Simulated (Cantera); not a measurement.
Cantera run:

```python
import numpy as np
import cantera as ct

gas_names = """
    B BH BH2 BH3 BO BO2 B2 B2O B2O2 B2O3 B3O3H3 H HBO HBO2 HO2 H2 H2O H2O2 H3B3O6 O OH O2 O3
""".split()
cond_names = """
    B(b) B(L) B2O3(L) B3O3H3(cr) H2O(s) H2O(L)
""".split()


# ... load() reads the species with a 1 bar reference pressure and builds the phases ...
atoms = {
    'B': {'B': 1},
    'O2': {'O': 2},
    'H2': {'H': 2},
}
top_T = {}  # K; cautious upper limits of use, not melting points


# ... equilibrate(T, P, feed) seeds the gas with the atoms and calls Mixture.equilibrate('TP', solver="vcs", rtol=1e-11, max_steps=5000) ...
results = []
feed = {'B': 1, 'O2': 0.062, 'H2': 0.25}  # mol
P = 1333.22  # Pa
for T in [973, 1073, 1173, 1273, 1373, 1473, 1573, 1673, 1773, 1873, 1973, 2073, 2173]:
    mix = equilibrate(T, P, feed)
    results.append((T, P, feed, dict(zip(mix.species_names, mix.species_moles))))
    x = sorted(zip(gas.X, gas.species_names), reverse=True)
    print(f"T = {T:g} K  P = {P:g} Pa  gas = {mix.phase_moles(0):.4g} mol")
    print("   x: " + "  ".join(f"{s} {v:.3e}" for v, s in x if v > 1e-05))
    print("   condensed (mol): " + ("  ".join(f"{mix.phase(i).name} {mix.phase_moles(i):.4g}"
          for i in range(1, mix.n_phases) if mix.phase_moles(i) > 1e-12) or "none"))
```

Result:

```
T = 973 K  P = 1333.22 Pa  gas = 0.2499 mol
   x: H2 9.993e-01  B3O3H3 6.795e-04
   condensed (mol): B(b) 0.9172  B2O3(L) 0.04116
T = 1073 K  P = 1333.22 Pa  gas = 0.2499 mol
   x: H2 9.992e-01  B3O3H3 7.455e-04  HBO 4.365e-05
   condensed (mol): B(b) 0.9171  B2O3(L) 0.04114
T = 1173 K  P = 1333.22 Pa  gas = 0.2499 mol
   x: H2 9.989e-01  B3O3H3 7.839e-04  HBO 3.175e-04
   condensed (mol): B(b) 0.9171  B2O3(L) 0.04111
T = 1273 K  P = 1333.22 Pa  gas = 0.2501 mol
   x: H2 9.974e-01  HBO 1.670e-03  B3O3H3 8.001e-04  B2O2 4.320e-05  HBO2 2.260e-05
   condensed (mol): B(b) 0.917  B2O3(L) 0.04098
T = 1373 K  P = 1333.22 Pa  gas = 0.2509 mol
   x: H2 9.916e-01  HBO 6.822e-03  B3O3H3 7.960e-04  B2O2 5.098e-04  HBO2 1.247e-04  B2O3 9.391e-05  H 2.872e-05
   condensed (mol): B(b) 0.9165  B2O3(L) 0.04043
T = 1473 K  P = 1333.22 Pa  gas = 0.2542 mol
   x: H2 9.707e-01  HBO 2.265e-02  B2O2 4.244e-03  B2O3 9.266e-04  B3O3H3 7.640e-04  HBO2 5.342e-04  H 1.079e-04  BO 6.836e-05  H2O 1.054e-05
   condensed (mol): B(b) 0.9145  B2O3(L) 0.03817
T = 1573 K  P = 1333.22 Pa  gas = 0.2676 mol
   x: H2 9.008e-01  HBO 6.238e-02  B2O2 2.667e-02  B2O3 6.734e-03  HBO2 1.830e-03  B3O3H3 6.709e-04  BO 5.447e-04  H 3.342e-04  H2O 2.221e-05  BH2 1.829e-05
   condensed (mol): B(b) 0.9069  B2O3(L) 0.02865
T = 1673 K  P = 1333.22 Pa  gas = 0.3081 mol
   x: H2 7.475e-01  HBO 1.223e-01  B2O2 9.820e-02  B2O3 2.414e-02  HBO2 3.722e-03  BO 2.886e-03  H 8.527e-04  B3O3H3 3.136e-04  BH2 3.666e-05  H2O 3.246e-05  B2O 1.543e-05
   condensed (mol): B(b) 0.8846
T = 1773 K  P = 1333.22 Pa  gas = 0.3108 mol
   x: H2 7.331e-01  HBO 1.375e-01  B2O2 1.031e-01  B2O3 1.426e-02  BO 7.265e-03  HBO2 2.487e-03  H 2.109e-03  BH2 7.846e-05  B2O 5.529e-05  B3O3H3 3.802e-05  H2O 3.027e-05
   condensed (mol): B(b) 0.8812
T = 1873 K  P = 1333.22 Pa  gas = 0.3137 mol
   x: H2 7.195e-01  HBO 1.480e-01  B2O2 1.016e-01  BO 1.606e-02  B2O3 8.184e-03  H 4.741e-03  HBO2 1.637e-03  B2O 1.670e-04  BH2 1.543e-04  H2O 2.760e-05
   condensed (mol): B(b) 0.879
T = 1973 K  P = 1333.22 Pa  gas = 0.3178 mol
   x: H2 7.044e-01  HBO 1.532e-01  B2O2 9.450e-02  BO 3.176e-02  H 9.808e-03  B2O3 4.560e-03  HBO2 1.059e-03  B2O 4.358e-04  BH2 2.817e-04  H2O 2.460e-05
   condensed (mol): B(b) 0.8776
T = 2073 K  P = 1333.22 Pa  gas = 0.3239 mol
   x: H2 6.857e-01  HBO 1.518e-01  B2O2 8.239e-02  BO 5.663e-02  H 1.886e-02  B2O3 2.418e-03  B2O 9.958e-04  HBO2 6.633e-04  BH2 4.807e-04  B 3.226e-05  H2O 2.125e-05
   condensed (mol): B(b) 0.8765
T = 2173 K  P = 1333.22 Pa  gas = 0.3329 mol
   x: H2 6.615e-01  HBO 1.427e-01  BO 9.114e-02  B2O2 6.611e-02  H 3.399e-02  B2O 2.002e-03  B2O3 1.180e-03  BH2 7.707e-04  HBO2 3.924e-04  B 1.410e-04  H2O 1.756e-05  BH 1.689e-05
   condensed (mol): B(b) 0.8756
```

Method: chemical equilibrium by Gibbs-energy minimisation in Cantera with the NASA 1993 tables (ideal gas, pure condensed phases). Mutual solubility and eutectic melting of coexisting phases are not modelled. The tables' values for BH2 are old estimates; treat these amounts as uncertain.
